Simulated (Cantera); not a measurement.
A closed system holds: 1 mol trisilylamine, a varied amount of N₂, 20 mol H₂, at 0.000250 bar.

Equilibrium computed with Cantera from the NASA thermochemical tables; the gas is ideal and each condensed phase is pure. Candidate condensed phases: Si, Si₃N₄; 18 gas species. The feed counts by its element totals alone. Mutual solubility and eutectic melting of coexisting phases are not modelled. Equilibrium is a limit: real reactors are often held back by kinetics, nucleation or transport.

What condenses at these points (T in K, n(N₂) in mol): (1475, 3.4); (1550, 1.4); (1400, 3.4); (1500, 3.9); (1575, 2.2); (1450, 0.96)?


```
T (K)  n(N₂) in mol  condensed phases  Si condensed (%)
-----  ------------  ----------------  ----------------
1475            3.4        Si + Si₃N₄             100.0
1550            1.4                Si              99.9
1400            3.4             Si₃N₄             100.0
1500            3.9                Si             100.0
1575            2.2                Si              99.8
1450           0.96                Si             100.0
```
